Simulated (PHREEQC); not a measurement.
A PHREEQC speciation (ion-association model, wateq4f.dat) at 40 °C gives pH 2.57 and these molalities:

| species | mol/kgw |
|---|---|
| NO3- | 0.133 |
| Pb+2 | 0.0514 |
| PbNO3+ | 0.0289 |
| HF | 0.00925 |
| H+ | 0.00338 |
| F- | 0.00256 |
| PbF+ | 0.000680 |
| H2F2 | 0.000133 |
| HF2- | 0.000104 |
| PbF2 | 1.79e-5 |

Task: What are the element totals, and what could have been dissolved in 1 kg of water to give them?

Result: This is not unique; one that fits is totals F 0.0130, N(5) 0.162, Pb 0.0810 mol/kgw, from 81 mmol/kgw Pb(NO3)2 and 13 mmol/kgw HF.

This is a speciation only: nothing precipitates in the calculation. The solution is supersaturated, for example in PbF2, so a real one may precipitate; this is no full list. Constants without temperature data keep their 25 °C values here.
